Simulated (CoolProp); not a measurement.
Ammonia along the isotherm 217.6 K: Z from the reference equation and from simpler models built on Tc = 405.6 K, pc = 113.6 bar, ω = 0.256; each cubic takes its own stable root.

Values from CoolProp's reference Helmholtz-energy equation of state, Gao 2020.

```tsv
p (bar)	phase	reference	van der Waals	Redlich-Kwong	Soave-Redlich-Kwong	Peng-Robinson
0.539	liquid	0.0007163	0.9941	0.9911	0.0009078	0.0008061
1.11	liquid	0.001475	0.9878	0.001915	0.001869	0.001660
2.27	liquid	0.003017	0.9748	0.003916	0.003823	0.003395
4.67	liquid	0.006205	0.9466	0.008055	0.007864	0.006983
9.59	liquid	0.01274	0.02449	0.01653	0.01614	0.01434
19.7	liquid	0.02615	0.05022	0.03394	0.03315	0.02944
40.4	liquid	0.05357	0.1027	0.06950	0.06790	0.06031
83	liquid	0.1098	0.2096	0.1424	0.1392	0.1237
170	liquid	0.2238	0.4245	0.2899	0.2839	0.2524
```

At some of these states van der Waals, Redlich-Kwong gives the other phase, because its saturation line lies elsewhere.
